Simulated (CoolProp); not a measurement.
Vapour-liquid equilibrium of R22 (1) + R152A (2) at 0.00259 MPa; x and y are mole fractions of (1).

Model: multi-fluid Helmholtz-energy mixture model, Kamei 1995 and Outcalt 1996; pair parameters Bell 2016, in CoolProp.

```
x     bubble temperature, mixture model (K)  bubble temperature, Raoult's law (K)  y, mixture model  y, Raoult's law
----  -------------------------------------  ------------------------------------  ----------------  ---------------
0.05                                  188.3                                 188.0             0.115            0.137
0.2                                   186.0                                 185.1             0.395            0.436
0.35                                  183.8                                 182.8             0.602            0.630
0.5                                   181.7                                 180.8             0.755            0.763
0.65                                  179.7                                 179.1             0.865            0.859
0.8                                   177.9                                 177.6             0.940            0.930
0.95                                  176.4                                 176.3             0.989            0.985
```

The largest gap from Raoult's law is +1.0 K in bubble temperature, at x = 0.35. No azeotrope shows between x = 0.05 and 0.95.

Pair parameters are fitted to limited data, so mixtures are less certain than the pure fluids.
